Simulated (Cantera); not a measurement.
What does this Cantera script print?

```python
import numpy as np
import cantera as ct

gas_names = """
    H HNO HNO2 HNO3 HO2 H2 H2O H2O2 N NH NH2 NH3 NH2OH NO NO2 NO3 N2 N2H2 N2H4 N2O O OH O2 O3 Si SiH
    SiH2 SiH3 SiH4 SiN SiO SiO2 Si2 Si2N Si3
""".split()
cond_names = """
    H2O(s) H2O(L) Si(cr) Si(L) SiO2(Lqz) SiO2(hqz) SiO2(L) Si2N2O(s) Si3N4(a)
""".split()


# ... load() reads the species with a 1 bar reference pressure and builds the phases ...
atoms = {
    'SiH4': {'Si': 1, 'H': 4},
    'NO': {'N': 1, 'O': 1},
    'N2': {'N': 2},
}
top_T = {'Si2N2O(s)': 2100, 'Si3N4(a)': 2400}  # K; cautious upper limits of use, not melting points


# ... equilibrate(T, P, feed) seeds the gas with the atoms and calls Mixture.equilibrate('TP', solver="vcs", rtol=1e-11, max_steps=5000) ...
results = []
T = 848  # K
P = 133.322  # Pa
for m in [0.18, 0.22, 0.27, 0.34, 0.42, 0.52, 0.65, 0.81]:
    feed = {'SiH4': 1, 'NO': m, 'N2': 25}  # mol
    mix = equilibrate(T, P, feed)
    results.append((T, P, feed, dict(zip(mix.species_names, mix.species_moles))))
    x = sorted(zip(gas.X, gas.species_names), reverse=True)
    print(f"T = {T:g} K  P = {P:g} Pa  n(NO) = {m:g} mol  gas = {mix.phase_moles(0):.4g} mol")
    print("   x: " + "  ".join(f"{s} {v:.3e}" for v, s in x if v > 1e-05))
    print("   condensed (mol): " + ("  ".join(f"{mix.phase(i).name} {mix.phase_moles(i):.4g}"
          for i in range(1, mix.n_phases) if mix.phase_moles(i) > 1e-12) or "none"))
```

It prints:

```
T = 848 K  P = 133.322 Pa  n(NO) = 0.18 mol  gas = 26.48 mol
   x: N2 9.245e-01  H2 7.552e-02
   condensed (mol): Si2N2O(s) 0.18  Si3N4(a) 0.2133
T = 848 K  P = 133.322 Pa  n(NO) = 0.22 mol  gas = 26.52 mol
   x: N2 9.246e-01  H2 7.542e-02
   condensed (mol): Si2N2O(s) 0.22  Si3N4(a) 0.1867
T = 848 K  P = 133.322 Pa  n(NO) = 0.27 mol  gas = 26.56 mol
   x: N2 9.247e-01  H2 7.531e-02
   condensed (mol): Si2N2O(s) 0.27  Si3N4(a) 0.1533
T = 848 K  P = 133.322 Pa  n(NO) = 0.34 mol  gas = 26.62 mol
   x: N2 9.249e-01  H2 7.514e-02
   condensed (mol): Si2N2O(s) 0.34  Si3N4(a) 0.1067
T = 848 K  P = 133.322 Pa  n(NO) = 0.42 mol  gas = 26.68 mol
   x: N2 9.250e-01  H2 7.495e-02
   condensed (mol): Si2N2O(s) 0.42  Si3N4(a) 0.05333
T = 848 K  P = 133.322 Pa  n(NO) = 0.52 mol  gas = 26.77 mol
   x: N2 9.253e-01  H2 7.472e-02
   condensed (mol): SiO2(hqz) 0.01332  Si2N2O(s) 0.4933
T = 848 K  P = 133.322 Pa  n(NO) = 0.65 mol  gas = 26.87 mol
   x: N2 9.256e-01  H2 7.442e-02
   condensed (mol): SiO2(hqz) 0.09999  Si2N2O(s) 0.45
T = 848 K  P = 133.322 Pa  n(NO) = 0.81 mol  gas = 27.01 mol
   x: N2 9.259e-01  H2 7.405e-02
   condensed (mol): SiO2(hqz) 0.2067  Si2N2O(s) 0.3967
```

Method: chemical equilibrium by Gibbs-energy minimisation in Cantera with the NASA 1993 tables (ideal gas, pure condensed phases).
